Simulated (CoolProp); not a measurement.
Saturation properties of R1224YDZ.

The numbers come from the reference Helmholtz-energy equation of state, Akasaka 2023 in CoolProp.

| T (°C) | p (MPa) | liquid density (kg/m³) | enthalpy of vaporisation (kJ/kg) | liquid cp (kJ/(kg K)) |
|---|---|---|---|---|
| -9.45 | 0.03573 | 1450 | 180.7 | 1.087 |
| -6.25 | 0.04153 | 1442 | 179.3 | 1.092 |
| -3.15 | 0.04785 | 1434 | 177.9 | 1.097 |
| 0.05 | 0.05515 | ___ | 176.4 | 1.102 |
| 3.15 | 0.06306 | 1418 | 175.0 | 1.108 |
| 6.35 | ___ | 1410 | 173.5 | 1.113 |
| 9.45 | 0.08188 | ___ | 172.0 | ___ |
| 12.65 | 0.09300 | ___ | ___ | 1.125 |
| 15.75 | 0.1049 | ___ | 169.0 | 1.131 |
| 18.95 | 0.1183 | 1376 | 167.5 | 1.137 |

Question: Some entries are withheld; supply them.

Answer: 
- 0.05, liquid density (kg/m³): 1426
- 6.35, p (MPa): 0.07213
- 9.45, liquid density (kg/m³): 1402
- 9.45, liquid cp (kJ/(kg K)): 1.119
- 12.65, liquid density (kg/m³): 1393
- 12.65, enthalpy of vaporisation (kJ/kg): 170.5
- 15.75, liquid density (kg/m³): 1385

It boils at 14.9 °C under 1 atm.
